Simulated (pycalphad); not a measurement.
**Effect of Fe content in Si-Fe**

CALPHAD calculation (pycalphad, COST 507 light-alloy database (1999)), 1 atm. These are 1990s assessments: newer ones move some temperatures and phases. Amounts are mole fractions of atoms.

### Question
One of these alloys has its liquidus at 1480 °C, its solidus at 1459 °C, and holds bcc 1.00 at 702 °C. Which?
A) Si-62.2Fe (at.%)
B) Si-93.3Fe (at.%)
C) Si-31.1Fe (at.%)

### Answer
B, Si-93.3Fe (at.%). The others: Si-31.1Fe (at.%), liquidus 1208, solidus 1204; Si-62.2Fe (at.%), liquidus 1260, solidus 1203
